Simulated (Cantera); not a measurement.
## Catalytic combustion on Pt

An isothermal plug-flow reactor at 1075 K and 750 Torr (inlet), inlet velocity 2.3 m/s, active area per volume 2500 1/m; feed 0.231 % CH4, 9.97 % O2, 82.9 % N2, 6.92 % H2O, equivalence ratio 0.046.

Cantera simulation using Deutschmann's 1995 Pt surface mechanism with GRI-Mech 3.0 gas chemistry; the numbers are that mechanism's predictions, not measurements. Catalytic surfaces can have several steady states; this one follows from the mechanism file's or the stated starting coverage. Mass transfer to the wall is taken as infinitely fast.

```csv
z (m),x CH4,x O2,x H2O,x CO2,x CO,θ free Pt,θ O*,θ OH*
0.00074,0.00203,0.0991,0.0698,0.000273,1.51e-6,0.278,0.718,0.00416
0.0012,0.00187,0.0988,0.0701,0.000427,1.39e-6,0.278,0.717,0.00417
0.0021,0.00160,0.0983,0.0706,0.000696,1.20e-6,0.279,0.717,0.00419
0.0034,0.00127,0.0976,0.0713,0.00102,9.55e-7,0.279,0.717,0.00421
0.0058,0.000833,0.0968,0.0722,0.00145,6.31e-7,0.279,0.716,0.00423
0.0096,0.000426,0.0960,0.0730,0.00185,3.30e-7,0.280,0.716,0.00426
0.016,0.000137,0.0954,0.0735,0.00214,1.16e-7,0.280,0.716,0.00428
0.027,1.95e-5,0.0951,0.0738,0.00226,2.56e-8,0.280,0.716,0.00428
0.045,7.98e-7,0.0951,0.0738,0.00228,6.96e-9,0.280,0.716,0.00429
0.074,4.73e-9,0.0951,0.0738,0.00228,3.19e-9,0.280,0.716,0.00429
```
x: gas mole fraction; θ: surface coverage.
